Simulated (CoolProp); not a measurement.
A single-stage vapour-compression cycle with hydrogen chloride: evaporating at 194.15 K (dew point), condensing at 249.15 K (bubble point), superheat 8 K, subcooling 8 K, compressor efficiency 0.85, no pressure losses. Each further row changes one setting.

Computed with CoolProp (reference Helmholtz-energy equation of state, Thol 2018).

```json
[
 {"case": "as stated", "cooling COP": "2.23", "pressure ratio": "9.29", "discharge temperature (K)": "410.2", "refrigerating effect (kJ/kg)": "364", "volumetric capacity (kJ/m³)": "1150"},
 {"case": "evaporating temperature 199.15 K", "cooling COP": "2.60", "pressure ratio": "7.18", "discharge temperature (K)": "387.5", "refrigerating effect (kJ/kg)": "367", "volumetric capacity (kJ/m³)": "?"},
 {"case": "condensing temperature 244.15 K", "cooling COP": "2.52", "pressure ratio": "7.92", "discharge temperature (K)": "390.4", "refrigerating effect (kJ/kg)": "373", "volumetric capacity (kJ/m³)": "1170"},
 {"case": "subcooling 13 K", "cooling COP": "2.29", "pressure ratio": "9.29", "discharge temperature (K)": "410.2", "refrigerating effect (kJ/kg)": "373", "volumetric capacity (kJ/m³)": "1170"},
 {"case": "superheat 18 K", "cooling COP": "?", "pressure ratio": "9.29", "discharge temperature (K)": "431.4", "refrigerating effect (kJ/kg)": "?", "volumetric capacity (kJ/m³)": "?"},
 {"case": "compressor efficiency 0.75", "cooling COP": "1.97", "pressure ratio": "9.29", "discharge temperature (K)": "?", "refrigerating effect (kJ/kg)": "364", "volumetric capacity (kJ/m³)": "1150"}
]
```

Q: Some entries are withheld; supply them.

A: 
- evaporating temperature 199.15 K, volumetric capacity (kJ/m³): 1470
- superheat 18 K, cooling COP: 2.16
- superheat 18 K, refrigerating effect (kJ/kg): 372
- superheat 18 K, volumetric capacity (kJ/m³): 1110
- compressor efficiency 0.75, discharge temperature (K): 436.2
